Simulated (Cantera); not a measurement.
Input: 1 mol Fe3O4, 1.4 mol C, 0.35 mol H2, at 51.8 Torr.

Equilibrium computed with Cantera from the NASA thermochemical tables; the gas is ideal and each condensed phase is pure. Candidate condensed phases: C, C6H6, C7H8, C8H18, Fe, Fe(CO)5, FeO, Fe(OH)2, Fe(OH)3, Fe2O3, Fe3O4, H2O; 114 gas species. Mutual solubility and eutectic melting of coexisting phases are not modelled. The tables' stoichiometric FeO is somewhat more stable than real wüstite, so its field is too wide. FeO: taken at fixed stoichiometry. Kinetics and transport are ignored.

### Question
Which condensed phases are stable at each of these points (T (°C)): 675, 775, 875, 975, 1075, 1175, 1275, 1375?

### Answer
| T (°C) | condensed phases | Fe condensed (%) |
|---|---|---|
| 675 | Fe(α) + FeO(s) | 100.0 |
| 775 | Fe(α) + FeO(s) | 100.0 |
| 875 | Fe(α) + FeO(s) | 100.0 |
| 975 | Fe(γ) + FeO(s) | 100.0 |
| 1075 | Fe(γ) + FeO(s) | 100.0 |
| 1175 | Fe(γ) + FeO(s) | 100.0 |
| 1275 | Fe(γ) + FeO(s) | 100.0 |
| 1375 | Fe(γ) + FeO(s) | 100.0 |

From 675 °C to 875 °C the condensed part is Fe(α) + FeO(s). From 975 °C to 1375 °C the condensed part is Fe(γ) + FeO(s).
